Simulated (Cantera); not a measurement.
Charge: 1 mol B2H6, 0.18 mol NH3, 3.2 mol H2, held at 1100 K and 10.0 mbar.

Cantera equilibrium calculation (NASA polynomials, part measured and part estimated; ideal gas, pure solids and liquids). Candidate condensed phases: B, BN; 15 gas species. The feed counts by its element totals alone. Mutual solubility and eutectic melting of coexisting phases are not modelled. Kinetics and transport are ignored.

Base state: H2 1.00 (mole fractions); condensed: B(s) + BN(s).

Task: What changes in the equilibrium state with this change: NH3 from 0.18 to 3.4 mol?

Result: 
```csv
species,before,after
H2,1.00,0.942
N2,<1e-9,0.0583
"B(s), mol",1.82,0
"BN(s), mol",0.180,2.00
```
